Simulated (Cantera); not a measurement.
Feed: 1 mol C2F6, held at 23.3 Torr.

Equilibrium computed with Cantera from the NASA thermochemical tables; the gas is ideal and each condensed phase is pure. Candidate condensed phases: C; 13 gas species. The feed counts by its element totals alone. Gases not in the tables: C2F6 and larger saturated fluorocarbons. The numbers say what is thermodynamically allowed, not how fast it happens.

At 1698 K, list the 4 most abundant gas species with their mole fractions, and the condensed phases.

CF4 0.996, CF2 0.00328, CF3 0.000619, F 0.000515. Condensed: C(graphite).
